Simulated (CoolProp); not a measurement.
The fluoroketone C6F12O (FK-5-1-12) at several states: Z from the reference equation and from simpler models built on Tc = 168.7 °C, pc = 18.69 bar, ω = 0.471; each cubic takes its own stable root.

Computed with CoolProp (reference Helmholtz-energy equation of state, McLinden 2015).

```
T (°C)  p (bar)          phase  reference
------  -------  -------------  ---------
-25.55     3.79         liquid    0.03330
177.95     98.8  supercritical     0.6950
-27.15    0.167         liquid   0.001474
-82.15     1.82         liquid    0.01907
9.35       1.26         liquid    0.01028
```

How far does each simpler model (van der Waals, Soave-Redlich-Kwong, Peng-Robinson) lie from the reference over these 5 states: mean and median of the absolute difference, and the worst?


- van der Waals: mean 15254.0 %, median 73.7 %, worst +67043.8 % at -27.15 °C and 0.167 bar
- Soave-Redlich-Kwong: mean 10.0 %, median 10.2 %, worst +12.8 % at -82.15 °C and 1.82 bar
- Peng-Robinson: mean 2.3 %, median 2.1 %, worst -3.6 % at 177.95 °C and 98.8 bar

At some of these states van der Waals gives the other phase, because its saturation line lies elsewhere.
